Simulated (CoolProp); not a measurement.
The fluid at 298.15 K and 0.773 MPa flows at 4.3 m/s in a round tube of 10 mm bore and 15 µm roughness, fully developed (64/Re and Nu = 3.66 if laminar; Colebrook and Gnielinski if turbulent). The same conditions are run with several fluids, on thermodynamics alone (safety and materials aside).

Values from CoolProp's reference Helmholtz-energy equation of state of each fluid (CF4 (R14): Platzer 1990; R125: Lemmon 2005; dry air: Lemmon 2000; ethane: Bücker 2006). The equations of Platzer and Polt are older, rougher fits. Blends and air are pseudo-pure fits.

### Question
Rank CF4 (R14), R125, dry air, ethane by Reynolds number, highest first.

### Answer
R125 (141000), CF4 (R14) (69000), ethane (45000), dry air (21000)

| fluid | Darcy friction factor | pressure drop (Pa/m) | heat-transfer coefficient (W/(m² K)) | mass flow (kg/h) |
|---|---|---|---|---|
| CF4 (R14) | 0.0245 | 639 | 294 | 34.3 |
| R125 | 0.0232 | 922 | 519 | 52.2 |
| dry air | 0.0287 | 240 | 160 | 11.0 |
| ethane | 0.0256 | 236 | 274 | 12.1 |

Transport values come from each fluid's own correlations; those of CF4 (R14) are estimates that may be off by 10 % or more.
